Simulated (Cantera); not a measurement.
A closed system holds: 1 mol Si, 2.5 mol HF, 5.8 mol N2, equilibrated at 1377 °C and 0.420 bar.

Equilibrium computed with Cantera from the NASA thermochemical tables; the gas is ideal and each condensed phase is pure. Candidate condensed phases: Si, Si3N4; 37 gas species. The tables' values for SiF3, SiF2 are old estimates; treat these amounts as uncertain. Equilibrium is a limit: real reactors are often held back by kinetics, nucleation or transport.

Base state: N2 0.744, H2 0.163, SiF4 0.0701, SiF3 0.0129, HF 0.00670, SiHF3 0.00222, SiF2 0.00106, H 5.65e-5 (mole fractions); condensed: Si3N4(s).

What changes in the equilibrium state with this change: temperature from 1377 °C to 527 °C?


| species | before | after |
|---|---|---|
| N2 | 0.744 | 0.747 |
| H2 | 0.163 | 0.168 |
| SiF4 | 0.0701 | 0.0842 |
| SiF3 | 0.0129 | 8.64e-9 |
| HF | 0.00670 | 3.98e-5 |
| SiF2 | 0.00106 | <1e-9 |
| H | 5.65e-5 | <1e-9 |
| Si3N4(s), mol | 0.118 | 0.125 |
N2 is the only nitrogen source here; it is nearly inert below about 1500 K, so the nitride shown seldom forms there in practice.
